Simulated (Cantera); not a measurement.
An isothermal, constant-pressure homogeneous reactor starts with C2H6 : H2 = 1 : 3.2 (molar parts), at 1498 K and 0.132 atm. Integrator tolerance rtol = 1e-08.

Computed with Cantera and GRI-Mech 3.0 (53 species, 325 reactions). GRI-Mech 3.0 stops at C3 and has no aromatics, soot or wall deposition, so with more carbon than oxygen in the feed, carbon stays in small species such as C2H2 where larger ones or solid carbon would form.

Question: What does this change do: C2H6 1 to 8.6 parts?

Answer: 
```tsv
quantity	before	after
x(C2H6) at 1.00 s	1.91e-5 (gas-phase equilibrium 4.37e-6)	3.34e-5 (gas-phase equilibrium 5.79e-6)
x(H2) at 1.00 s	0.764 (gas-phase equilibrium 0.816)	0.590 (gas-phase equilibrium 0.674)
x(H) at 1.00 s	3.17e-5 (gas-phase equilibrium 4.28e-5)	2.54e-5 (gas-phase equilibrium 3.89e-5)
x(C2H4) at 1.00 s	0.00377 (gas-phase equilibrium 0.00458)	0.00640 (gas-phase equilibrium 0.00735)
x(C2H2) at 1.00 s	0.120 (gas-phase equilibrium 0.146)	0.263 (gas-phase equilibrium 0.284)
x(CH2) at 1.00 s	3.10e-9 (gas-phase equilibrium 1.50e-9)	4.14e-9 (gas-phase equilibrium 1.90e-9)
x(CH3) at 1.00 s	9.38e-5 (gas-phase equilibrium 3.45e-5)	0.000122 (gas-phase equilibrium 3.97e-5)
```
